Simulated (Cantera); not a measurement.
**Low-pressure radical oxidation in H2/O2**

A perfectly stirred reactor is fed with 13.8 % H₂, 86.2 % O₂, at 0.0276 atm; it is held at 1450 K, and followed from long to short residence time.

Model: GRI-Mech 3.0 (53 species, 325 reactions), integrated in Cantera. Radical loss at walls, strong at low pressure, is not modelled. The temperature is held fixed by assumption; the heat of reaction is taken as removed at once.

```csv
τ (s),x H₂,x O₂,x H,x HO₂,x H₂O₂,x H₂O,x OH
0.68,0.000303,0.847,0.000251,2.36e-6,8.87e-8,0.146,0.00348
0.40,0.000427,0.846,0.000424,2.96e-6,1.05e-7,0.145,0.00414
0.23,0.000606,0.844,0.000728,3.67e-6,1.24e-7,0.144,0.00495
0.14,0.000826,0.841,0.00117,4.37e-6,1.43e-7,0.143,0.00579
0.079,0.00117,0.837,0.00201,5.20e-6,1.66e-7,0.141,0.00689
0.046,0.00161,0.831,0.00327,5.97e-6,1.88e-7,0.139,0.00807
0.027,0.00216,0.824,0.00516,6.66e-6,2.09e-7,0.136,0.00932
0.016,0.00283,0.816,0.00779,7.21e-6,2.27e-7,0.132,0.0106
0.0092,0.00368,0.806,0.0114,7.64e-6,2.42e-7,0.128,0.0119
0.0054,0.00460,0.796,0.0155,7.90e-6,2.52e-7,0.123,0.0131
```
x: mole fraction; the columns are a selection and need not sum to one.
